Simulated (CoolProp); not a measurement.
Saturation properties of isohexane.

The numbers come from the reference Helmholtz-energy equation of state, Lemmon 2006 in CoolProp. It is a short technical equation, of lower accuracy than the large ones.

```
T (K)  p (kPa)  liquid density (kg/m³)  liquid cp (kJ/(kg K))
-----  -------  ----------------------  ---------------------
270.2    7.695                     [?]                  2.107
277.2    10.97                     [?]                  2.138
284.1      [?]                     [?]                    [?]
291.1    20.91                   655.0                  2.202
298      28.06                   648.7                  2.235
304.9    37.05                   642.3                  2.268
311.9    48.41                   635.7                    [?]
318.8    62.17                     [?]                  2.337
325.8    79.13                   622.5                  2.372
332.7      [?]                   615.7                  2.408
```

**Question.** What belongs in the gaps?

**Answer.** 
- 270.2, liquid density (kg/m³): 673.7
- 277.2, liquid density (kg/m³): 667.5
- 284.1, p (kPa): 15.26
- 284.1, liquid density (kg/m³): 661.3
- 284.1, liquid cp (kJ/(kg K)): 2.170
- 311.9, liquid cp (kJ/(kg K)): 2.302
- 318.8, liquid density (kg/m³): 629.2
- 332.7, p (kPa): 99.21

It boils at 333.4 K under 1 atm.
